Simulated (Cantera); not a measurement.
**Gas activation for diamond growth**

An isothermal, constant-pressure homogeneous reactor starts with CH4 : H2 = 0.016 : 1 (molar parts), at 1698 K and 0.0878 atm.

Cantera simulation using GRI-Mech 3.0 (53 species, 325 reactions); the numbers are that mechanism's predictions, not measurements. GRI-Mech 3.0 stops at C3 and has no aromatics, soot or wall deposition, so with more carbon than oxygen in the feed, carbon stays in small species such as C2H2 where larger ones or solid carbon would form.

| t (s) | x CH4 | x H2 | x C2H | x H | x C2H2 | x CH3 | x CH2 |
|---|---|---|---|---|---|---|---|
| 0.000100 | 0.0157 | 0.984 | <1e-12 | 3.98e-6 | <1e-12 | 1.39e-6 | 5.27e-12 |
| 0.000246 | 0.0157 | 0.984 | <1e-12 | 9.91e-6 | 1.38e-12 | 3.31e-6 | 3.29e-11 |
| 0.000606 | 0.0157 | 0.984 | <1e-12 | 2.45e-5 | 5.77e-11 | 8.03e-6 | 2.02e-10 |
| 0.00149 | 0.0157 | 0.984 | <1e-12 | 6.01e-5 | 2.83e-9 | 1.96e-5 | 1.21e-9 |
| 0.00367 | 0.0157 | 0.984 | <1e-12 | 0.000144 | 1.59e-7 | 4.67e-5 | 6.92e-9 |
| 0.00904 | 0.0156 | 0.984 | 1.16e-11 | 0.000306 | 6.75e-6 | 9.85e-5 | 3.07e-8 |
| 0.0223 | 0.0154 | 0.984 | 2.15e-10 | 0.000442 | 8.67e-5 | 0.000140 | 6.24e-8 |
| 0.0548 | 0.0148 | 0.984 | 9.21e-10 | 0.000460 | 0.000357 | 0.000140 | 6.48e-8 |
| 0.135 | 0.0136 | 0.985 | 2.48e-9 | 0.000462 | 0.000958 | 0.000129 | 6.02e-8 |
| 0.332 | 0.0113 | 0.986 | 5.47e-9 | 0.000466 | 0.00210 | 0.000108 | 5.11e-8 |
| 0.817 | 0.00799 | 0.988 | 9.92e-9 | 0.000472 | 0.00376 | 7.73e-5 | 3.71e-8 |
| 2.01 | 0.00461 | 0.989 | 1.45e-8 | 0.000478 | 0.00543 | 4.51e-5 | 2.22e-8 |
| 4.95 | 0.00232 | 0.991 | 1.77e-8 | 0.000483 | 0.00657 | 2.30e-5 | 1.15e-8 |
| 12.2 | 0.00125 | 0.991 | 1.92e-8 | 0.000485 | 0.00710 | 1.24e-5 | 6.26e-9 |
| 30.0 | 0.000978 | 0.991 | 1.96e-8 | 0.000486 | 0.00723 | 9.72e-6 | 4.91e-9 |
x: mole fraction; the columns are a selection and need not sum to one.

Equilibrium at this temperature and pressure: CH4 0.000964, H2 0.991, C2H 1.96e-8, H 0.000486, C2H2 0.00724, CH3 9.58e-6, CH2 4.84e-9 (gas phase only).
